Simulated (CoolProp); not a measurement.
1-butene along the isotherm 164.85 °C: density (kg/m³) from the reference equation and from simpler models built on Tc = 146.1 °C, pc = 4006 kPa, ω = 0.192; each cubic takes its own stable root.

Values from CoolProp's reference Helmholtz-energy equation of state, Lemmon 2005. It is a short technical equation, of lower accuracy than the large ones.

```csv
p (kPa),phase,reference,van der Waals,Redlich-Kwong,Peng-Robinson
19,gas,0.2931,0.2931,0.2931,0.2932
39,gas,0.6026,0.6024,0.6026,0.6028
80.1,gas,1.242,1.241,1.242,1.242
165,gas,2.574,2.571,2.574,2.578
338,gas,5.346,5.330,5.345,…
694,gas,11.30,11.23,11.30,…
1420,gas,…,…,…,…
2930,gas,…,…,61.10,62.56
6010,supercritical,312.7,248.3,273.0,282.7
```

What belongs in the gaps?


- 338, Peng-Robinson: 5.359
- 694, Peng-Robinson: 11.36
- 1420, reference: 24.73
- 1420, van der Waals: 24.39
- 1420, Redlich-Kwong: 24.70
- 1420, Peng-Robinson: 24.99
- 2930, reference: 61.49
- 2930, van der Waals: 59.61
